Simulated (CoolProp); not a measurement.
Sulfur hexafluoride along the isotherm 236 K: density (kg/m³) from the reference equation and from simpler models built on Tc = 318.7 K, pc = 3.755 MPa, ω = 0.210; each cubic takes its own stable root.

The numbers come from the reference Helmholtz-energy equation of state, Guder 2009 in CoolProp.

| p (MPa) | phase | reference | van der Waals | Redlich-Kwong |
|---|---|---|---|---|
| 0.171 | gas | (withheld) | 13.10 | 13.22 |
| 0.341 | gas | 27.84 | (withheld) | (withheld) |
| 0.512 | liquid | 1783 | 41.85 | 43.27 |
| 0.683 | liquid | 1784 | (withheld) | 1638 |
| 0.853 | liquid | 1785 | 75.61 | 1640 |
| 1.02 | liquid | 1786 | 1138 | 1643 |
| 1.19 | liquid | 1787 | 1141 | (withheld) |
| 1.37 | liquid | 1788 | 1145 | (withheld) |
| 1.54 | liquid | 1789 | (withheld) | 1650 |
| 1.71 | liquid | 1790 | 1151 | 1652 |
| 1.88 | liquid | 1792 | 1153 | 1654 |

Question: Complete the blanks.

Answer: 
- 0.171, reference: 13.29
- 0.341, van der Waals: 26.93
- 0.341, Redlich-Kwong: 27.48
- 0.683, van der Waals: 57.99
- 1.19, Redlich-Kwong: 1645
- 1.37, Redlich-Kwong: 1647
- 1.54, van der Waals: 1148

At some of these states van der Waals, Redlich-Kwong gives the other phase, because its saturation line lies elsewhere.
